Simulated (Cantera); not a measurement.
Mixture: 16.6 % CH4, 17.5 % O2, 65.9 % N2, equivalence ratio 1.9, at 580000 Pa, adiabatic and at constant volume. Ignition delay is the time to a rise of 400 K.

Cantera simulation using GRI-Mech 3.0 (53 species, 325 reactions); the numbers are that mechanism's predictions, not measurements.

**Question.** Predict: delay at 1000 K; delay at 1200 K; delay at 1400 K; delay at 1600 K; delay at 1800 K; apparent activation energy between 1700 and 1900 K.

**Answer.** 
* **delay at 1000 K**: 0.206 s
* **delay at 1200 K**: 11.4 ms
* **delay at 1400 K**: 1.06 ms
* **delay at 1600 K**: 0.138 ms
* **delay at 1800 K**: 26.0 µs
* **apparent activation energy between 1700 and 1900 K**: 200 kJ/mol
